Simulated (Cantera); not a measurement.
Mixture: CH4 : C2H6 : C3H8 : O2 : N2 = 1 : 0.068 : 1.3 : 7.28 : 27.4 (molar parts), equivalence ratio 1.2, at 16.8 atm, adiabatic and at constant pressure. Ignition delay is the time to a rise of 400 K.

Detailed kinetics in Cantera: GRI-Mech 3.0 (53 species, 325 reactions). GRI-Mech 3.0 was tuned for natural gas; its chemistry of propane as a main component is partial and can be far from experiment. The pressure lies above the range GRI-Mech 3.0 was tuned for (to about 10 atm).

Question: What does this change do: C3H8 1.3 to 0.67 parts?

Answer: 
```tsv
quantity	before	after
delay at 1248 K	0.488 ms	0.449 ms
delay at 1323 K	0.158 ms	0.155 ms
delay at 1398 K	56.4 µs	58.2 µs
delay at 1473 K	22.8 µs	24.5 µs
delay at 1548 K	10.5 µs	11.6 µs
delay at 1623 K	5.46 µs	6.10 µs
delay at 1698 K	3.15 µs	3.55 µs
apparent activation energy between 1548 and 1698 K	180 kJ/mol	170 kJ/mol
```

Question: What does this change do: constant volume in place of constant pressure?

Answer: 
| quantity | before | after |
|---|---|---|
| delay at 1248 K | 0.488 ms | 0.458 ms |
| delay at 1323 K | 0.158 ms | 0.146 ms |
| delay at 1398 K | 56.4 µs | 51.3 µs |
| delay at 1473 K | 22.8 µs | 20.4 µs |
| delay at 1548 K | 10.5 µs | 9.28 µs |
| delay at 1623 K | 5.46 µs | 4.76 µs |
| delay at 1698 K | 3.15 µs | 2.72 µs |
| apparent activation energy between 1548 and 1698 K | 180 kJ/mol | 180 kJ/mol |
